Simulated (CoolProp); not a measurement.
A simple Rankine cycle with the fluoroketone C6F12O (FK-5-1-12): condensing at 301.15 K, boiler at 0.675 MPa, turbine inlet 499 K, turbine efficiency 0.9, pump efficiency 0.7, no recuperator. Each further row changes one setting.

Model: reference Helmholtz-energy equation of state, McLinden 2015, in CoolProp.

| case | thermal efficiency (%) | net work (kJ/kg) | heat in (kJ/kg) | turbine exit temperature (K) | volume ratio over the turbine |
|---|---|---|---|---|---|
| as stated | 10.4 | 29.1 | 280 | 466.9 | 14.9 |
| condensing temperature 293.15 K | 11.4 | 32.8 | 289 | 463.2 | 20.8 |
| boiler pressure 0.472 MPa | 9.1 | 25.7 | 282 | 471.7 | 10.3 |
| turbine efficiency 0.8 | 9.2 | 25.8 | 280 | 470.1 | 15.0 |
